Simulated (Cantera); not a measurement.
A perfectly stirred reactor is fed with NH₃ : H₂ : N₂ = 1 : 0.21 : 0.011 (molar parts), at 0.188 atm; it is held at 2275 K, and followed from long to short residence time.

Cantera simulation using the gas-phase N/H chemistry of the illustrative SiF4/NH3 mechanism in the Surface Chemkin manual (1991); the numbers are that mechanism's predictions, not measurements. Walls and surfaces, which speed up NH3 decomposition in real reactors, are not modelled.

Task: Predict: x(NH₃) at τ = 0.680 s; x(H₂) at τ = 0.680 s; x(H) at τ = 0.680 s; x(NH) at τ = 0.680 s; x(NH₃) at τ = 6.90 ms; x(H₂) at τ = 6.90 ms; x(H) at τ = 6.90 ms; x(NH) at τ = 6.90 ms; x(N₂H₄) at τ = 6.90 ms.

Result: 
```json
{
 "x(NH₃) at τ = 0.680 s": "0.00632",
 "x(H₂) at τ = 0.680 s": "0.760",
 "x(H) at τ = 0.680 s": "0.00577",
 "x(NH) at τ = 0.680 s": "2.56e-5",
 "x(NH₃) at τ = 6.90 ms": "0.477",
 "x(H₂) at τ = 6.90 ms": "0.419",
 "x(H) at τ = 6.90 ms": "0.000693",
 "x(NH) at τ = 6.90 ms": "7.47e-5",
 "x(N₂H₄) at τ = 6.90 ms": "7.58e-8"
}
```
